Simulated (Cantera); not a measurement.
## Silicon oxide and oxynitride deposition: SiH4 + NO + H2

A closed system holds: 1 mol SiH4, 4 mol NO, 4.1 mol H2, equilibrated at 10.0 mbar.

These are equilibrium values from Cantera (NASA tables, ideal gas, pure condensed phases), not measurements of a reactor. Candidate condensed phases: H2O, Si, SiO2, Si2N2O, Si3N4; 35 gas species. The tables hold silica as quartz up to 1696 K and as liquid above; real silica turns to tridymite and cristobalite and melts near 1996 K. Rates play no part.

```tsv
T (K)	log p H2	log p H2O	log p N2	log p H	log p SiO	log p OH	log p NO	n SiO2(β-quartz)	n SiO2(condensed)
1473	-2.30	-2.61	-2.61	-6.05	-8.80	-7.94	-10.08	1.000	0
1523	-2.30	-2.61	-2.61	-5.78	-8.17	-7.61	-9.68	1.000	0
1573	-2.30	-2.61	-2.61	-5.54	-7.58	-7.29	-9.31	1.000	0
1623	-2.30	-2.61	-2.61	-5.31	-7.03	-7.00	-8.96	1.000	0
1673	-2.30	-2.61	-2.61	-5.09	-6.51	-6.72	-8.63	1.000	0
1723	-2.30	-2.61	-2.61	-4.89	-6.03	-6.46	-8.32	0	0.999
1773	-2.30	-2.61	-2.61	-4.69	-5.58	-6.21	-8.03	0	0.998
1823	-2.30	-2.61	-2.61	-4.51	-5.16	-5.98	-7.75	0	0.994
```
log p: log10 of the partial pressure in bar; n: condensed amount in mol.

From 1473 K to 1673 K the condensed part is SiO2(β-quartz). From 1723 K to 1823 K the condensed part is SiO2(condensed). The main Si-bearing gas is SiO throughout.
